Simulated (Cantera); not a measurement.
# Reactions in the system Fe-H-O

Source: NASA polynomial tables (part measured, part estimated), evaluated in Cantera. Values are per mole of reaction as written; species without (g) are pure solids or liquids, kept so even where they would boil at 1 bar.

Fe(OH)2 + H2O(g) → H(g) + Fe(OH)3

```csv
T (K),ΔH° (kJ),ΔS° (J/K),ΔG° (kJ),log10 K
300,201.2,-57.4,218.5,-38.04
600,202.7,-54.9,235.6,-20.51
650,203.4,-53.8,238.4,-19.15
700,204.2,-52.6,241.0,-17.98
750,205.0,-51.5,243.6,-16.97
800,205.9,-50.3,246.2,-16.07
850,206.8,-49.2,248.6,-15.28
900,207.8,-48.1,251.1,-14.57
950,208.7,-47.1,253.5,-13.94
1000,209.8,-46.0,255.8,-13.36
1050,210.8,-45.0,258.1,-12.84
1100,211.9,-44.0,260.3,-12.36
```
